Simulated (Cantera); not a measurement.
Input: 1 mol S, 0.069 mol O2, equilibrated at 902 °C and 31.0 Pa.

Method: chemical equilibrium by Gibbs-energy minimisation in Cantera with the NASA 1993 tables (ideal gas, pure condensed phases). Candidate condensed phases: S; 10 gas species. Gases not in the tables: S3 to S7. The numbers say what is thermodynamically allowed, not how fast it happens.

Base state: S2 0.869, SO2 0.127, S2O 0.00232, SO 0.00151, S 1.76e-5 (mole fractions); condensed: gas only.

**Question.** What changes in the equilibrium state with this change: temperature from 902 °C to 2402 °C?

**Answer.** 
| species | before | after |
|---|---|---|
| S | 1.76e-5 | 0.838 |
| SO | 0.00151 | 0.0921 |
| O | <1e-9 | 0.0388 |
| S2 | 0.869 | 0.0286 |
| SO2 | 0.127 | 0.00237 |
| O2 | <1e-9 | 0.000442 |
| S2O | 0.00232 | 1.91e-5 |
